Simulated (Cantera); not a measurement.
Input: 1 mol TEOS, 0.53 mol O3, 1.1 mol H2, held at 525 K and 0.0133 bar.

Equilibrium computed with Cantera from the NASA thermochemical tables; the gas is ideal and each condensed phase is pure. Candidate condensed phases: C, C6H6, C7H8, C8H18, H2O, Si, SiC, SiO2; 123 gas species. The feed counts by its element totals alone. The numbers say what is thermodynamically allowed, not how fast it happens.

Base state: CH4 0.410, H2O 0.381, H2 0.176, CO2 0.0320, CO 0.000170 (mole fractions); condensed: C(graphite) + SiO2(α-quartz).

Task: What changes in the equilibrium state with this change: temperature from 525 K to 748 K?

Result: 
| species | before | after |
|---|---|---|
| H2 | 0.176 | 0.749 |
| CO | 0.000170 | 0.0856 |
| H2O | 0.381 | 0.0823 |
| CH4 | 0.410 | 0.0248 |
| CO2 | 0.0320 | 0.0585 |
| C(graphite), mol | 4.44 | 5.87 |
| SiO2(α-quartz), mol | 1.00 | 1.00 |
